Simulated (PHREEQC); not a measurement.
Make-up at 50 °C: 0.23 mol/kgw ZnSO4, 0.0011 mol/kgw Na2SO4 and 0.0012 mol/kgw HCl. Closed to the air; pH follows from the charge balance.

All values are PHREEQC results (ion-association model, phreeqc.dat), not measurements.

```csv
quantity,before,after
pH,3.61,4.09
ionic strength (mol/kgw),0.435,0.0980
Zn+2 (mol/kgw),0.108,0.0244
ZnSO4 (mol/kgw),0.0861,0.0188
SO4-2 (mol/kgw),0.0725,0.0216
Zn(SO4)2-2 (mol/kgw),0.0357,0.00284
SI of Halite (NaCl),-7.61,-8.84
```

Question: Name the change that produced these shifts.
(A) diluted 100-fold with water
(B) diluted 5-fold with water
(C) HCl from 0.0012 to 0.0024 mol/kgw

Answer: B, diluted 5-fold with water

Precipitation was switched off in this run. Constants without temperature data keep their 25 °C values here.
